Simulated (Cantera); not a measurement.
What does this Cantera script print?

```python
import numpy as np
import cantera as ct

gas = ct.Solution("gri30.yaml")


def delay(T, t_max=10):
    gas.TPX = T, 1200000, {'CH4': 1, 'O2': 1.25, 'N2': 4.7}
    reactor = ct.IdealGasReactor(gas, clone=False)
    net = ct.ReactorNet([reactor])
    net.rtol, net.atol = 1e-8, 1e-16
    while net.time < t_max:
        t_old, T_old = net.time, reactor.T
        net.step()
        if reactor.T > T + 400:  # ignition: a rise of 400 K
            return t_old + (T + 400 - T_old) / (reactor.T - T_old) * (net.time - t_old)
    return np.nan


taus = []
for T in [1275, 1375, 1475, 1575, 1675, 1775, 1875]:
    taus.append(delay(T))
    print(f"T0 = {T:6g} K   tau = {taus[-1]:.4e} s")
```

It prints:

```
T0 =   1275 K   tau = 1.9050e-03 s
T0 =   1375 K   tau = 6.3435e-04 s
T0 =   1475 K   tau = 2.2943e-04 s
T0 =   1575 K   tau = 8.8962e-05 s
T0 =   1675 K   tau = 3.7031e-05 s
T0 =   1775 K   tau = 1.6727e-05 s
T0 =   1875 K   tau = 8.2692e-06 s
```

Detailed kinetics in Cantera: GRI-Mech 3.0 (53 species, 325 reactions). The pressure lies above the range GRI-Mech 3.0 was tuned for (to about 10 atm).
